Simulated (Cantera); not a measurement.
Mixture: 9.39 % CH₄, 1.03 % C₂H₆, 11.2 % O₂, 78.4 % N₂, equivalence ratio 2.0, at 1100000 Pa, adiabatic and at constant volume. Ignition delay is the time to a rise of 400 K.

Model: GRI-Mech 3.0 (53 species, 325 reactions), integrated in Cantera.

### Question
Predict: delay at 1223 K; delay at 1423 K; delay at 1623 K; delay at 1823 K; delay at 2023 K; apparent activation energy between 1823 and 2023 K.

### Answer
| Item | Value |
|---|---|
| delay at 1223 K | 1.04 ms |
| delay at 1423 K | 0.190 ms |
| delay at 1623 K | 37.1 µs |
| delay at 1823 K | 9.00 µs |
| delay at 2023 K | 3.12 µs |
| apparent activation energy between 1823 and 2023 K | 160 kJ/mol |
